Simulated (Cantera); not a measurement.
An isothermal, constant-pressure homogeneous reactor starts with NO : N2 = 1 : 0.57 (molar parts), at 1875 K and 0.0130 bar. Integrator tolerance rtol = 1e-08.

Model: GRI-Mech 3.0 (53 species, 325 reactions), integrated in Cantera. Radical loss at walls, strong at low pressure, is not modelled.

### Question
What does this change do: NO 1 to 1.6 parts?

### Answer
```
quantity                                            before                                     after
----------------  ----------------------------------------  ----------------------------------------
x(NO) at 10.0 s      0.550 (gas-phase equilibrium 0.00605)     0.625 (gas-phase equilibrium 0.00627)
x(N2) at 10.0 s        0.406 (gas-phase equilibrium 0.678)       0.318 (gas-phase equilibrium 0.628)
x(O2) at 10.0 s       0.0430 (gas-phase equilibrium 0.315)      0.0556 (gas-phase equilibrium 0.365)
x(N2O) at 10.0 s   9.03e-5 (gas-phase equilibrium 3.64e-8)  0.000112 (gas-phase equilibrium 3.63e-8)
x(NO2) at 10.0 s   5.71e-5 (gas-phase equilibrium 1.82e-6)   7.34e-5 (gas-phase equilibrium 2.03e-6)
x(O) at 10.0 s    0.000532 (gas-phase equilibrium 0.00119)  0.000597 (gas-phase equilibrium 0.00128)
```

### Question
What does this change do: temperature 1875 to 2098 K?

### Answer
```json
[
 {"quantity": "x(NO) at 10.0 s", "before": "0.550 (gas-phase equilibrium 0.00605)", "after": "0.0482 (gas-phase equilibrium 0.0111)"},
 {"quantity": "x(N2) at 10.0 s", "before": "0.406 (gas-phase equilibrium 0.678)", "after": "0.655 (gas-phase equilibrium 0.674)"},
 {"quantity": "x(O2) at 10.0 s", "before": "0.0430 (gas-phase equilibrium 0.315)", "after": "0.290 (gas-phase equilibrium 0.308)"},
 {"quantity": "x(N2O) at 10.0 s", "before": "9.03e-5 (gas-phase equilibrium 3.64e-8)", "after": "4.61e-7 (gas-phase equilibrium 6.56e-8)"},
 {"quantity": "x(NO2) at 10.0 s", "before": "5.71e-5 (gas-phase equilibrium 1.82e-6)", "after": "9.51e-6 (gas-phase equilibrium 2.27e-6)"},
 {"quantity": "x(O) at 10.0 s", "before": "0.000532 (gas-phase equilibrium 0.00119)", "after": "0.00651 (gas-phase equilibrium 0.00672)"}
]
```
